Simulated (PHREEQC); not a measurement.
Solution (83 °C): 0.0082 mol ZnSO4, 0.000172 mol H3BO3 and 0.00082 mol MnSO4 per kg of water. Closed to the air; pH follows from the charge balance.

Computed with PHREEQC (ion-association model, phreeqc.dat).

Question: The ionic strength comes out as 0.0231 mol/kgw. What activity coefficients do HSO4-, Zn(SO4)2-2, H+, ZnOH+, SO4-2 get?

Answer: HSO4- 0.85, Zn(SO4)2-2 0.52, H+ 0.87, ZnOH+ 0.85, SO4-2 0.53.

No solid was allowed to form. Away from 25 °C the constants follow the database's enthalpies or fits; those with neither stay at their 25 °C values.
